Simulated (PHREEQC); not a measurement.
Consider water at 25 °C with 3 mmol/kgw Cu(BF4)2 and 0.2 mmol/kgw H3BO3. Closed to the air; pH follows from the charge balance.

The numbers come from PHREEQC with the ion-association model, phreeqc.dat.

Each row changes one thing in this solution. Precipitation was switched off in this run.

```tsv
case	pH	ionic strength (mol/kgw)	BF4- (mol/kgw)	HF (mol/kgw)	F- (mol/kgw)	H3BO3 (mol/kgw)
as made	2.98	0.0100	0.00419	0.00301	0.00212	0.00127
diluted 10-fold with water	[?]	0.00152	3.68e-5	0.00101	0.00115	0.000551
diluted 5-fold with water	3.12	0.00257	0.000313	0.00165	0.00154	0.000799
diluted 100-fold with water	3.86	0.000229	4.59e-11	4.03e-5	0.000199	6.20e-5
temperature from 25 to 85 °C	3.19	0.00943	0.00267	0.00760	0.00268	0.00240
H3BO3 left out	2.98	0.0100	0.00417	0.00311	0.00218	0.00112
H3BO3 replaced by NaBF4 at the same molality	2.97	0.0102	0.00434	[?]	0.00219	[?]
Cu(BF4)2 replaced by (NH4)2SiF6 at the same molality	3.21	0.00911	3.92e-5	0.00142	0.00172	0.000141
```

Question: Some entries are withheld; supply them.

Answer: 
- diluted 10-fold with water, pH: 3.22
- H3BO3 replaced by NaBF4 at the same molality, HF (mol/kgw): 0.00314
- H3BO3 replaced by NaBF4 at the same molality, H3BO3 (mol/kgw): 0.00113

Some of these states are supersaturated (in Quartz (slow to form), Chalcedony (slow to form), for instance). At this temperature some constants are extrapolated from 25 °C, and those without enthalpy data are left unchanged. Real BF4- forms and hydrolyses slowly; the run takes it at equilibrium.
